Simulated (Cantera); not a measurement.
Charge: 1 mol Cr, 0.018 mol H₂O, 1.7 mol N₂, equilibrated at 300 Torr.

Method: chemical equilibrium by Gibbs-energy minimisation in Cantera with the NASA 1993 tables (ideal gas, pure condensed phases). Candidate condensed phases: Cr, CrN, Cr₂N, Cr₂O₃, H₂O; 29 gas species. Mutual solubility and eutectic melting of coexisting phases are not modelled. The numbers say what is thermodynamically allowed, not how fast it happens.

### Question
At 2075 K, list the 6 most abundant gas species with their mole fractions, and the condensed phases.

### Answer
N₂ 0.983, H₂ 0.0100, Cr 0.00642, H 0.000421, H₂O 0.000195, CrO 9.20e-5. Condensed: Cr(s) + Cr₂O₃(s).
